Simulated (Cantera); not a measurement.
A Cantera script and its output.

```python
import numpy as np
import cantera as ct

gas = ct.Solution("gri30.yaml")
gas.TPX = 423, 1000000, {'H2': 1, 'O2': 0.417, 'N2': 1.57}
inlet = ct.Reservoir(gas, clone=True)
gas.equilibrate("HP")  # start burning
reactor = ct.IdealGasConstPressureReactor(gas, energy="on", clone=False)
exhaust = ct.Reservoir(gas, clone=True)
tau = [0.27, 0.084, 0.026, 0.008, 0.0024, 0.00075, 0.00023, 7.1e-05, 2.2e-05, 6.7e-06][0]
for a, b in ((inlet, reactor), (reactor, exhaust)):
    ct.MassFlowController(a, b, mdot=lambda t: reactor.mass / tau)
net = ct.ReactorNet([reactor])
show = ['H2', 'O2', 'H2O2', 'OH', 'O', 'H']

rows = []
print(f"{'tau/s':>10s}{'T/K':>9s}" + "".join(f"{s:>11s}" for s in show))
for tau in [0.27, 0.084, 0.026, 0.008, 0.0024, 0.00075, 0.00023, 7.1e-05, 2.2e-05, 6.7e-06]:
    net.initial_time = 0.0
    net.advance(30 * tau)
    before = gas.X
    net.advance(40 * tau)
    drift = np.max(np.abs(gas.X - before) / (gas.X + 1e-9))
    rows.append([gas.T, *gas[show].X, drift])
    print(f"{tau:10.3e}{gas.T:9.1f}" + "".join(f"{x:11.3e}" for x in gas[show].X))
```

Output:

```
     tau/s      T/K         H2         O2       H2O2         OH          O          H
 2.700e-01   2482.3  6.500e-02  7.565e-05  5.979e-08  1.900e-03  3.655e-05  1.896e-03
 8.400e-02   2482.1  6.501e-02  7.981e-05  6.106e-08  1.915e-03  3.718e-05  1.913e-03
 2.600e-02   2481.4  6.502e-02  9.297e-05  6.514e-08  1.964e-03  3.918e-05  1.964e-03
 8.000e-03   2479.3  6.506e-02  1.331e-04  7.800e-08  2.113e-03  4.563e-05  2.120e-03
 2.400e-03   2472.9  6.520e-02  2.484e-04  1.175e-07  2.529e-03  6.647e-05  2.566e-03
 7.500e-04   2457.9  6.560e-02  5.237e-04  2.179e-07  3.418e-03  1.256e-04  3.569e-03
 2.300e-04   2427.3  6.662e-02  1.155e-03  4.354e-07  4.984e-03  2.846e-04  5.534e-03
 7.100e-05   2372.9  6.871e-02  2.476e-03  7.973e-07  7.183e-03  6.602e-04  8.947e-03
 2.200e-05   2282.3  7.247e-02  5.012e-03  1.307e-06  9.678e-03  1.450e-03  1.467e-02
 6.700e-06   2139.0  7.880e-02  9.679e-03  2.082e-06  1.153e-02  2.854e-03  2.387e-02
```

Computed with Cantera and GRI-Mech 3.0 (53 species, 325 reactions). The hydrogen kinetics of GRI-Mech 3.0 are dated; newer H2 mechanisms differ, most at raised pressure.
